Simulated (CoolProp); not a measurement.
The fluid at 481.43 K and 4.36 MPa flows at 0.13 m/s in a round tube of 25 mm bore and 1.5 µm roughness, fully developed (64/Re and Nu = 3.66 if laminar; Colebrook and Gnielinski if turbulent). The same conditions are run with several fluids, on thermodynamics alone (safety and materials aside).

Computed with CoolProp (reference Helmholtz-energy equation of state of each fluid (R410A: Lemmon 2003; R22: Kamei 1995; ethane: Bücker 2006; carbon dioxide: Span 1996)). Blends and air are pseudo-pure fits.

Task: Rank R410A, R22, ethane, carbon dioxide by Reynolds number, highest first.

Result: R22 (15500), R410A (13000), ethane (7370), carbon dioxide (6780)

```csv
fluid,Darcy friction factor,pressure drop (Pa/m),heat-transfer coefficient (W/(m² K)),mass flow (kg/h)
R410A,0.0290,0.852,48.2,20.0
R22,0.0277,1.00,48.5,24.6
ethane,0.0336,0.396,50.0,8.01
carbon dioxide,0.0344,0.578,29.3,11.4
```

Transport values come from each fluid's own correlations; those of R22 are estimates that may be off by 10 % or more.
